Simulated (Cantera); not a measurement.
Charge: 1 mol acetone, 0.022 mol NH3, 20 mol H2, 0.15 mol H2O, held at 9.90 mbar.

Equilibrium computed with Cantera from the NASA thermochemical tables; the gas is ideal and each condensed phase is pure. Candidate condensed phases: C, C6H6, C7H8, C8H18, H2O; 169 gas species. Ions and electrons are included (thermal ionisation). The feed counts by its element totals alone. Equilibrium is a limit: real reactors are often held back by kinetics, nucleation or transport.

Q: At 2727 °C, list the 6 most abundant gas species with their mole fractions, and the condensed phases.

A: H 0.735, H2 0.214, CO 0.0292, C3 0.00780, C2H2 (acetylene) 0.00526, C 0.00321. Condensed: gas only.
